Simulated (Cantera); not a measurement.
A jet of 1.14 % H2, 16.6 % O2, 82.2 % N2, equivalence ratio 0.034 at 300 K and 24.8 Torr hits a platinum plate 9.8 cm away at a mass flux of 0.062 kg/m²/s; the plate temperature is set and raised in steps from an oxygen-covered start.

Cantera simulation using Deutschmann's 1995 Pt surface mechanism with GRI-Mech 3.0 gas chemistry; the numbers are that mechanism's predictions, not measurements. Catalytic surfaces can have several steady states; this one follows from the mechanism file's or the stated starting coverage.

One state of this run: wall x H2 = 0.000867; wall x O2 = 0.155; wall x H2O = 0.0200; wall x OH = 1.48e-8; θ free Pt = 0.169; θ O* = 0.830; θ OH* = 0.000806. x: mole fraction at the wall; θ: surface coverage.

Task: Which value of plate T (K) does it belong to?
(A) 900
(B) 750
(C) 850
(D) 700

Result: C, 850
